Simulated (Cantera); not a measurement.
A Cantera script and what it prints.

```python
import numpy as np
import cantera as ct

gas_names = """
    H HNO HNO2 HNO3 HO2 H2 H2O H2O2 N NH NH2 NH3 NH2OH NO NO2 NO3 N2 N2H2 N2H4 N2O O OH O2 O3 Si SiH
    SiH2 SiH3 SiH4 SiN SiO SiO2 Si2 Si2N Si3
""".split()
cond_names = """
    H2O(s) H2O(L) Si(cr) Si(L) SiO2(Lqz) SiO2(hqz) SiO2(L) Si2N2O(s) Si3N4(a)
""".split()


# ... load() reads the species with a 1 bar reference pressure and builds the phases ...
atoms = {
    'Si3N4': {'Si': 3, 'N': 4},
    'H2O': {'H': 2, 'O': 1},
    'N2': {'N': 2},
}
top_T = {'Si2N2O(s)': 2100, 'Si3N4(a)': 2400}  # K; cautious upper limits of use, not melting points


# ... equilibrate(T, P, feed) seeds the gas with the atoms and calls Mixture.equilibrate('TP', solver="vcs", rtol=1e-11, max_steps=5000) ...
results = []
feed = {'Si3N4': 1, 'H2O': 0.059, 'N2': 9.3}  # mol
P = 101325  # Pa
for T in [1275, 1350, 1425, 1500, 1575, 1650, 1725, 1800, 1875, 1950, 2025, 2100]:
    mix = equilibrate(T, P, feed)
    results.append((T, P, feed, dict(zip(mix.species_names, mix.species_moles))))

top = {s: max(r[3][s] / sum(r[3][g] for g in gas_names) for r in results) for s in gas_names}
cols = sorted((s for s in top if top[s] > 0.001), key=lambda s: -top[s])[:6]
seen = [c for c in cond_names if any(r[3].get(c, 0) > 1e-12 for r in results)]
print("log10 of partial pressures in bar; condensed amounts in mol")
print(f"{'T/K':>10s}" + "".join(f"{s[:9]:>10s}" for s in cols + seen))
for T, P, feed, n in results:
    ng = sum(n[g] for g in gas_names)
    print(f"{T:10.4g}" + "".join(f"{np.log10(max(n[s] / ng * P / 1e5, 1e-99)):10.3f}" for s in cols)
          + "".join(f"{n.get(c, 0):10.4g}" for c in seen))
```

Result:

```
log10 of partial pressures in bar; condensed amounts in mol
       T/K        N2        H2       SiO Si2N2O(s)  Si3N4(a)
      1275     0.003    -2.196   -11.067     0.059    0.9607
      1350     0.003    -2.196    -9.745     0.059    0.9607
      1425     0.003    -2.196    -8.565     0.059    0.9607
      1500     0.003    -2.196    -7.505     0.059    0.9607
      1575     0.003    -2.196    -6.549     0.059    0.9607
      1650     0.003    -2.196    -5.682   0.05898    0.9607
      1725     0.003    -2.196    -4.892   0.05888    0.9607
      1800     0.003    -2.197    -4.170   0.05837    0.9609
      1875     0.003    -2.198    -3.508   0.05612    0.9616
      1950     0.002    -2.199    -2.898   0.04728    0.9646
      2025     0.001    -2.204    -2.335   0.01594    0.9749
      2100     0.000    -2.208    -2.199         0    0.9799
```

Cantera equilibrium calculation (NASA polynomials, part measured and part estimated; ideal gas, pure solids and liquids). Mutual solubility and eutectic melting of coexisting phases are not modelled. The tables' values for SiN are old estimates; treat these amounts as uncertain.
